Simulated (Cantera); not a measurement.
A perfectly stirred reactor is fed with CH3OH : O2 : N2 : H2O : H2 = 1 : 2.59 : 9.72 : 1.1 : 0.039 (molar parts), at 0.220 bar; it is adiabatic with a 575 K inlet, and is followed from long to short residence time, starting on the burning branch (τ in s: 0.15, 0.05, 0.016, 0.0053, 0.0017, 0.00056, 0.00018, 5.9e-05, 1.9e-05, 6.3e-06).

Detailed kinetics in Cantera: GRI-Mech 3.0 (53 species, 325 reactions). GRI-Mech 3.0 was tuned for natural gas; its chemistry of methanol as a main component is partial and can be far from experiment.

Task: Predict: blow-out, bracketed by the residence times tried; x(CH3OH) at τ = 0.150 s; x(O2) at τ = 0.150 s; x(H2O) at τ = 0.150 s; x(CH3) at τ = 0.150 s; x(CO2) at τ = 0.150 s; x(CH3OH) at τ = 0.560 ms; x(O2) at τ = 0.560 ms; x(H2O) at τ = 0.560 ms.

Result: 
```json
{
  "blow_out_bracketed_by_the_residence_times_tried": "burning at 1.70 ms, out at 0.560 ms",
  "x(CH3OH) at τ = 0.150 s": "3.76e-6",
  "x(O2) at τ = 0.150 s": "0.0715",
  "x(H2O) at τ = 0.150 s": "0.207",
  "x(CH3) at τ = 0.150 s": "4.18e-8",
  "x(CO2) at τ = 0.150 s": "0.0657",
  "x(CH3OH) at τ = 0.560 ms": "0.0692",
  "x(O2) at τ = 0.560 ms": "0.179",
  "x(H2O) at τ = 0.560 ms": "0.0761"
}
```
